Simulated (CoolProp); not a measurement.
Ammonia along the isobar 29.8 MPa: fugacity coefficient from the reference equation and from simpler models built on Tc = 132.4 °C, pc = 11.36 MPa, ω = 0.256; each cubic takes its own stable root.

Values from CoolProp's reference Helmholtz-energy equation of state, Gao 2020.

```
T (°C)          phase  reference
------  -------------  ---------
-12.55         liquid    0.01187
12.25          liquid    0.02847
37.05          liquid    0.05738
61.75          liquid     0.1010
86.55          liquid     0.1604
111.35         liquid     0.2341
136.15  supercritical     0.3188
160.85  supercritical     0.4088
185.65  supercritical     0.4977
210.45  supercritical     0.5775
235.25  supercritical     0.6448
259.95  supercritical     0.7006
```

How far does each simpler model (van der Waals, Redlich-Kwong, Soave-Redlich-Kwong, Peng-Robinson) lie from the reference over these 12 states: mean and median of the absolute difference, and the worst?


- van der Waals: mean 114.9 %, median 32.6 %, worst +587.6 % at -12.55 °C and 29.8 MPa
- Redlich-Kwong: mean 27.6 %, median 15.1 %, worst +95.1 % at -12.55 °C and 29.8 MPa
- Soave-Redlich-Kwong: mean 10.8 %, median 11.3 %, worst +13.8 % at 86.55 °C and 29.8 MPa
- Peng-Robinson: mean 4.3 %, median 5.3 %, worst +6.6 % at 61.75 °C and 29.8 MPa
